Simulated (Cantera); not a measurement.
**Catalytic stagnation flow on Pt**

A jet of H2 : O2 : N2 = 0.012 : 0.093 : 0.79 (molar parts) at 300 K and 42000 Pa hits a platinum plate 5.3 cm away at a mass flux of 0.12 kg/m²/s; the plate temperature is set and raised in steps from an oxygen-covered start.

Model: Deutschmann's 1995 Pt surface mechanism with GRI-Mech 3.0 gas chemistry, integrated in Cantera. Catalytic surfaces can have several steady states; this one follows from the mechanism file's or the stated starting coverage.

```json
[
 {"plate T (K)": "600", "wall x H2": "0.00108", "wall x O2": "0.0907", "wall x H2O": "0.0240", "wall x OH": "<1e-8", "θ free Pt": "0.0196", "θ O*": "0.974", "θ OH*": "0.00603"},
 {"plate T (K)": "650", "wall x H2": "0.00106", "wall x O2": "0.0907", "wall x H2O": "0.0239", "wall x OH": "<1e-8", "θ free Pt": "0.0209", "θ O*": "0.975", "θ OH*": "0.00407"},
 {"plate T (K)": "700", "wall x H2": "0.000962", "wall x O2": "0.0906", "wall x H2O": "0.0239", "wall x OH": "<1e-8", "θ free Pt": "0.0242", "θ O*": "0.973", "θ OH*": "0.00303"},
 {"plate T (K)": "750", "wall x H2": "0.000711", "wall x O2": "0.0904", "wall x H2O": "0.0242", "wall x OH": "<1e-8", "θ free Pt": "0.0347", "θ O*": "0.963", "θ OH*": "0.00263"},
 {"plate T (K)": "800", "wall x H2": "0.000449", "wall x O2": "0.0902", "wall x H2O": "0.0246", "wall x OH": "<1e-8", "θ free Pt": "0.0575", "θ O*": "0.940", "θ OH*": "0.00253"},
 {"plate T (K)": "850", "wall x H2": "0.000290", "wall x O2": "0.0900", "wall x H2O": "0.0248", "wall x OH": "<1e-8", "θ free Pt": "0.0929", "θ O*": "0.905", "θ OH*": "0.00246"},
 {"plate T (K)": "900", "wall x H2": "0.000202", "wall x O2": "0.0900", "wall x H2O": "0.0248", "wall x OH": "1.96e-8", "θ free Pt": "0.139", "θ O*": "0.859", "θ OH*": "0.00234"}
]
```
x: mole fraction at the wall; θ: surface coverage.
